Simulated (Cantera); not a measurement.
A freely propagating, adiabatic, planar premixed flame of 16.4 % CH₃OH, 17.5 % O₂, 66.1 % N₂, equivalence ratio 1.4, unburnt at 450 K and 1200 Torr; unity-Lewis-number transport, grid criteria slope 0.08 and curve 0.16, no radiation.

Cantera simulation using GRI-Mech 3.0 (53 species, 325 reactions); the numbers are that mechanism's predictions, not measurements. GRI-Mech 3.0 was tuned for natural gas; its chemistry of methanol as a main component is partial and can be far from experiment. Unity Lewis numbers drop preferential diffusion, which matters most where H2 and H carry the flame. Burning velocities carry a grid error of a few per cent, more on coarse grids.

x: mole fraction of selected species; z is measured from the peak of heat release.

```json
[
 {"z (mm)": "-0.760", "T (K)": "451", "u (m/s)": "0.516", "x CH₃OH": "0.164", "x O₂": "0.175", "x C₂H₄": "<1e-8", "x O": "<1e-8", "x CH₂O": "7.32e-6", "x H₂": "5.40e-5"},
 {"z (mm)": "-0.506", "T (K)": "456", "u (m/s)": "0.522", "x CH₃OH": "0.163", "x O₂": "0.175", "x C₂H₄": "2.81e-8", "x O": "<1e-8", "x CH₂O": "4.99e-5", "x H₂": "0.000368"},
 {"z (mm)": "-0.380", "T (K)": "473", "u (m/s)": "0.543", "x CH₃OH": "0.161", "x O₂": "0.173", "x C₂H₄": "1.04e-7", "x O": "<1e-8", "x CH₂O": "0.000184", "x H₂": "0.00136"},
 {"z (mm)": "-0.253", "T (K)": "___", "u (m/s)": "0.663", "x CH₃OH": "0.148", "x O₂": "0.162", "x C₂H₄": "5.48e-7", "x O": "<1e-8", "x CH₂O": "0.000973", "x H₂": "0.00718"},
 {"z (mm)": "-0.127", "T (K)": "___", "u (m/s)": "1.20", "x CH₃OH": "0.0932", "x O₂": "0.113", "x C₂H₄": "2.47e-6", "x O": "<1e-8", "x CH₂O": "0.00438", "x H₂": "0.0323"},
 {"z (mm)": "-0.0633", "T (K)": "___", "u (m/s)": "1.73", "x CH₃OH": "0.0437", "x O₂": "0.0697", "x C₂H₄": "4.17e-6", "x O": "1.87e-6", "x CH₂O": "0.00722", "x H₂": "0.0549"},
 {"z (mm)": "0", "T (K)": "1724", "u (m/s)": "2.32", "x CH₃OH": "0.00291", "x O₂": "0.0280", "x C₂H₄": "4.74e-6", "x O": "0.000409", "x CH₂O": "0.00274", "x H₂": "0.0682"},
 {"z (mm)": "0.0633", "T (K)": "1855", "u (m/s)": "2.50", "x CH₃OH": "2.03e-6", "x O₂": "0.00929", "x C₂H₄": "2.59e-7", "x O": "0.00170", "x CH₂O": "1.17e-5", "x H₂": "0.0508"},
 {"z (mm)": "0.127", "T (K)": "1911", "u (m/s)": "2.56", "x CH₃OH": "1.38e-8", "x O₂": "0.00445", "x C₂H₄": "<1e-8", "x O": "0.00170", "x CH₂O": "2.79e-7", "x H₂": "0.0486"},
 {"z (mm)": "0.253", "T (K)": "1974", "u (m/s)": "2.64", "x CH₃OH": "<1e-8", "x O₂": "0.00225", "x C₂H₄": "<1e-8", "x O": "0.00109", "x CH₂O": "<1e-8", "x H₂": "0.0498"},
 {"z (mm)": "0.506", "T (K)": "2033", "u (m/s)": "2.70", "x CH₃OH": "<1e-8", "x O₂": "0.00106", "x C₂H₄": "<1e-8", "x O": "0.000517", "x CH₂O": "<1e-8", "x H₂": "0.0499"},
 {"z (mm)": "1.01", "T (K)": "2076", "u (m/s)": "2.75", "x CH₃OH": "<1e-8", "x O₂": "0.000392", "x C₂H₄": "<1e-8", "x O": "0.000185", "x CH₂O": "<1e-8", "x H₂": "0.0494"},
 {"z (mm)": "2.03", "T (K)": "2101", "u (m/s)": "2.78", "x CH₃OH": "<1e-8", "x O₂": "0.000119", "x C₂H₄": "<1e-8", "x O": "5.56e-5", "x CH₂O": "<1e-8", "x H₂": "0.0493"}
]
```

Question: Some entries are withheld; supply them.

Answer: 
- -0.253, T (K): 572
- -0.127, T (K): 979
- -0.0633, T (K): 1347
